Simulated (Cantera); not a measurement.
What does this Cantera script print?

```python
import numpy as np
import cantera as ct

gas_names = """
    F F2 N NF NF2 NF3 N2 Si SiF SiF2 SiF3 SiF4 SiN Si2 Si2N Si3
""".split()
cond_names = """
    Si(cr) Si(L) Si3N4(a)
""".split()


# ... load() reads the species with a 1 bar reference pressure and builds the phases ...
atoms = {
    'Si': {'Si': 1},
    'NF3': {'N': 1, 'F': 3},
}
top_T = {'Si3N4(a)': 2400}  # K; cautious upper limits of use, not melting points


# ... equilibrate(T, P, feed) seeds the gas with the atoms and calls Mixture.equilibrate('TP', solver="vcs", rtol=1e-11, max_steps=5000) ...
results = []
T = 1198  # K
P = 100000  # Pa
for m in [0.91, 1, 1.2, 1.4, 1.5, 1.8, 2, 2.3, 2.6, 3, 3.4, 3.9, 4.4]:
    feed = {'Si': 1, 'NF3': m}  # mol
    mix = equilibrate(T, P, feed)
    results.append((T, P, feed, dict(zip(mix.species_names, mix.species_moles))))
    x = sorted(zip(gas.X, gas.species_names), reverse=True)
    print(f"T = {T:g} K  P = {P:g} Pa  n(NF3) = {m:g} mol  gas = {mix.phase_moles(0):.4g} mol")
    print("   x: " + "  ".join(f"{s} {v:.3e}" for v, s in x if v > 1e-05))
    print("   condensed (mol): " + ("  ".join(f"{mix.phase(i).name} {mix.phase_moles(i):.4g}"
          for i in range(1, mix.n_phases) if mix.phase_moles(i) > 1e-12) or "none"))
```

Result:

```
T = 1198 K  P = 100000 Pa  n(NF3) = 0.91 mol  gas = 0.926 mol
   x: SiF4 7.368e-01  N2 2.628e-01  SiF3 3.990e-04
   condensed (mol): Si3N4(a) 0.1058
T = 1198 K  P = 100000 Pa  n(NF3) = 1 mol  gas = 1.084 mol
   x: SiF4 6.919e-01  N2 3.077e-01  SiF3 3.708e-04
   condensed (mol): Si3N4(a) 0.0833
T = 1198 K  P = 100000 Pa  n(NF3) = 1.2 mol  gas = 1.434 mol
   x: SiF4 6.276e-01  N2 3.721e-01  SiF3 3.339e-04
   condensed (mol): Si3N4(a) 0.03329
T = 1198 K  P = 100000 Pa  n(NF3) = 1.4 mol  gas = 1.865 mol
   x: SiF4 5.363e-01  N2 3.754e-01  F 6.953e-02  F2 1.879e-02  NF3 5.022e-05
   condensed (mol): none
T = 1198 K  P = 100000 Pa  n(NF3) = 1.5 mol  gas = 2.128 mol
   x: SiF4 4.699e-01  N2 3.523e-01  F 1.208e-01  F2 5.670e-02  NF3 2.551e-04
   condensed (mol): none
T = 1198 K  P = 100000 Pa  n(NF3) = 1.8 mol  gas = 2.875 mol
   x: SiF4 3.478e-01  N2 3.125e-01  F 1.934e-01  F2 1.453e-01  NF3 9.856e-04
   condensed (mol): none
T = 1198 K  P = 100000 Pa  n(NF3) = 2 mol  gas = 3.363 mol
   x: SiF4 2.973e-01  N2 2.966e-01  F 2.187e-01  F2 1.859e-01  NF3 1.390e-03
   condensed (mol): none
T = 1198 K  P = 100000 Pa  n(NF3) = 2.3 mol  gas = 4.09 mol
   x: N2 2.802e-01  SiF4 2.445e-01  F 2.433e-01  F2 2.301e-01  NF3 1.860e-03
   condensed (mol): none
T = 1198 K  P = 100000 Pa  n(NF3) = 2.6 mol  gas = 4.814 mol
   x: N2 2.689e-01  F2 2.616e-01  F 2.595e-01  SiF4 2.077e-01  NF3 2.209e-03  NF2 1.106e-05
   condensed (mol): none
T = 1198 K  P = 100000 Pa  n(NF3) = 3 mol  gas = 5.777 mol
   x: F2 2.919e-01  F 2.741e-01  N2 2.584e-01  SiF4 1.731e-01  NF3 2.552e-03  NF2 1.210e-05
   condensed (mol): none
T = 1198 K  P = 100000 Pa  n(NF3) = 3.4 mol  gas = 6.738 mol
   x: F2 3.138e-01  F 2.841e-01  N2 2.509e-01  SiF4 1.484e-01  NF3 2.802e-03  NF2 1.281e-05
   condensed (mol): none
T = 1198 K  P = 100000 Pa  n(NF3) = 3.9 mol  gas = 7.939 mol
   x: F2 3.338e-01  F 2.931e-01  N2 2.441e-01  SiF4 1.260e-01  NF3 3.033e-03  NF2 1.345e-05
   condensed (mol): none
T = 1198 K  P = 100000 Pa  n(NF3) = 4.4 mol  gas = 9.14 mol
   x: F2 3.487e-01  F 2.996e-01  N2 2.391e-01  SiF4 1.094e-01  NF3 3.205e-03  NF2 1.390e-05
   condensed (mol): none
```

These are equilibrium values from Cantera (NASA tables, ideal gas, pure condensed phases), not measurements of a reactor. The tables' values for SiF3 are old estimates; treat these amounts as uncertain.
